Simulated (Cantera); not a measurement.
A perfectly stirred reactor is fed with 6.28 % H2, 93.7 % O2, equivalence ratio 0.034, at 0.0276 atm; it is held at 1423 K, and followed from long to short residence time.

Detailed kinetics in Cantera: the H2/O2 subset of GRI-Mech 3.0, which has no nitrogen chemistry. Radical loss at walls, strong at low pressure, is not modelled. The temperature is held fixed by assumption; the heat of reaction is taken as removed at once.

Predict: x(H2) at τ = 2.10 s; x(O2) at τ = 2.10 s; x(H) at τ = 2.10 s; x(H2O2) at τ = 2.10 s; x(OH) at τ = 2.10 s; x(H2) at τ = 43.0 ms; x(O2) at τ = 43.0 ms; x(H) at τ = 43.0 ms; x(H2O2) at τ = 43.0 ms; x(OH) at τ = 43.0 ms.


| Item | Result |
|---|---|
| x(H2) at τ = 2.10 s | 6.48e-5 |
| x(O2) at τ = 2.10 s | 0.933 |
| x(H) at τ = 2.10 s | 5.11e-5 |
| x(H2O2) at τ = 2.10 s | 3.46e-8 |
| x(OH) at τ = 2.10 s | 0.00150 |
| x(H2) at τ = 43.0 ms | 0.000659 |
| x(O2) at τ = 43.0 ms | 0.917 |
| x(H) at τ = 43.0 ms | 0.00180 |
| x(H2O2) at τ = 43.0 ms | 9.96e-8 |
| x(OH) at τ = 43.0 ms | 0.00484 |
